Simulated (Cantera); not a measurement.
Charge: 1 mol C, 69 mol H₂, 4.1 mol N₂, held at 500 K and 0.0133 bar.

Method: chemical equilibrium by Gibbs-energy minimisation in Cantera with the NASA 1993 tables (ideal gas, pure condensed phases). Candidate condensed phases: C, C₆H₆, C₇H₈, C₈H₁₈; 92 gas species. Kinetics and transport are ignored.

Base state: H₂ 0.929, N₂ 0.0565, CH₄ 0.0139, NH₃ 0.000900 (mole fractions); condensed: gas only.

### Question
What changes in the equilibrium state with this change: temperature from 500 K to 2875 K?

### Answer
| species | before | after |
|---|---|---|
| H | <1e-9 | 0.569 |
| H₂ | 0.929 | 0.386 |
| N₂ | 0.0565 | 0.0369 |
| CH₄ | 0.0139 | 4.60e-8 |
| HCN | <1e-9 | 0.00492 |
| C₂H₂ (acetylene) | <1e-9 | 0.00110 |
| HNC | <1e-9 | 0.000838 |
